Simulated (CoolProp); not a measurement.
Vapour-liquid equilibrium of dimethyl carbonate (1) + n-heptane (2) at 0.292 MPa; x and y are mole fractions of (1).

Model: multi-fluid Helmholtz-energy mixture model, Zhou 2011 and Span 2003; pair parameters Bell 2016, in CoolProp.

| x | bubble temperature, mixture model (°C) | bubble temperature, Raoult's law (°C) | y, mixture model | y, Raoult's law |
|---|---|---|---|---|
| 0.05 | ___ | 138.3 | 0.140 | 0.065 |
| 0.2 | 125.4 | 136.3 | 0.384 | 0.249 |
| 0.35 | ___ | 134.4 | 0.503 | 0.417 |
| 0.5 | ___ | 132.6 | 0.577 | 0.570 |
| 0.65 | 119.6 | 130.9 | 0.638 | 0.711 |
| 0.8 | ___ | 129.4 | ___ | 0.841 |
| 0.95 | ___ | 127.9 | 0.889 | 0.962 |

Problem. Fill in the missing entries.

Solution. 
- 0.05, bubble temperature, mixture model (°C): 134.2
- 0.35, bubble temperature, mixture model (°C): 121.5
- 0.5, bubble temperature, mixture model (°C): 120.0
- 0.8, bubble temperature, mixture model (°C): 120.5
- 0.8, y, mixture model: 0.718
- 0.95, bubble temperature, mixture model (°C): 124.4

The largest gap from Raoult's law is -12.9 K in bubble temperature, at x = 0.35. y crosses x between x = 0.5 and 0.65: the model has an azeotrope there.

Pair parameters are fitted to limited data, so mixtures are less certain than the pure fluids.
